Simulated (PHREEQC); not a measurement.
Consider water at 25 °C with 0.019 mol ZnCl2, 9.6e-05 mol NaOH and 3.9e-05 mol FeSO4 per kg of water. Closed to the air; pH follows from the charge balance.

Computed with PHREEQC (ion-association model, wateq4f.dat).

```tsv
quantity	before	after
pH	6.67	7.31
SO4-2 (mol/kgw)	2.07e-5	2.84e-5
FeCl+ (mol/kgw)	9.01e-7	2.64e-7
FeOH+ (mol/kgw)	3.21e-8	1.81e-7
FeSO4 (mol/kgw)	2.92e-8	8.37e-8
SI of Halite (NaCl)	-7.21	-7.82
SI of Melanterite (FeSO4:7H2O)	-7.57	-7.12
```

Problem. Which change was made?
A) NaOH replaced by NaCl at the same molality
B) ZnCl2 replaced by CdCl2 at the same molality
C) ZnCl2 from 0.019 to 0.0038 mol/kgw

Solution. C, ZnCl2 from 0.019 to 0.0038 mol/kgw

Precipitation was switched off in this run. Some of these states are supersaturated (in Zn5(OH)8Cl2, Zincite(c) (slow to form), Zn(OH)2-e, for instance).
